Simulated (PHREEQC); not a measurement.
1 kg of water holding 19 mmol/kgw KCl and 19 mmol/kgw MgCl2 is evaporated at 90 °C; the solids stay in contact with the brine. The system is closed to CO2. Solids allowed: Bischofite, Brucite, Carnallite, Sylvite, MgCl2_4H2O. Others were left out.

The series has 28 steps of water left (kg), from 1 to 0.005012.

Equilibrium calculation in PHREEQC: Pitzer model, pitzer.dat.

**Question.** Which solids form, in which order, and at which step of the series does each first stand?

**Answer.** Sylvite from water left = 0.006093 kg (pH 3.49).

Species that the database lacks are ignored. At this temperature some constants are extrapolated from 25 °C, and those without enthalpy data are left unchanged.
